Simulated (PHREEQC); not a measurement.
Synthetic water in mg/kgw, 35 °C, pH 3.93, pe 9.7:

| constituent | mg/kgw |
|---|---|
| Na | 1610 |
| K | 60 |
| Ca | 896 |
| Mg | 58.1 |
| Cl | 1520 |
| S(6) as SO4 | 3710 |
| N(5) as NO3 | 2.78 |
| Fe(3) | 7.48 |
| Cu(2) | 2.2 |
| O(0) (dissolved oxygen) | 5.57 |
| B | 6.44 |

Valence states are taken as typed.

Model: ion-association model, wateq4f.dat, run in PHREEQC.

Task: The ionic strength comes out as 0.139 mol/kgw. What activity coefficients do Cu+2, H+, Cl-, Fe(SO4)2-, FeSO4+ get?

Result: Cu+2 0.36, H+ 0.81, Cl- 0.74, Fe(SO4)2- 0.76, FeSO4+ 0.76.

No solid was allowed to form. Examples of supersaturated solids here: Jarosite-K, Jarosite-Na. Others may be too. Complexes and solids missing from the database can't appear.
